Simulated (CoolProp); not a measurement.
Saturation properties of n-pentane (Tc = 196.5 °C, pc = 3.368 MPa, ω = 0.251).

Computed with CoolProp (reference Helmholtz-energy equation of state, Thol 2019).

```
T (°C)  p (MPa)  liquid density (kg/m³)  vapour density (kg/m³)  liquid cp (kJ/(kg K))
------  -------  ----------------------  ----------------------  ---------------------
40.75    0.1186                   605.1                   3.448                  2.391
57.15    0.1975                   587.7                   5.583                  2.476
73.55    0.3117                   569.3                   8.639                  2.568
89.95    0.4700                   549.8                   12.90                  2.670
106.35   0.6822                   528.7                   18.74                  2.785
122.75   0.9588                   505.6                   26.70                  2.923
139.15    1.311                   479.6                   37.64                  3.101
155.55    1.752                   449.1                   53.12                  3.366
171.95    2.297                   410.5                   76.65                  3.887
188.35    2.969                   350.3                   121.4                  6.233
```

It boils at 36.1 °C under 1 atm.
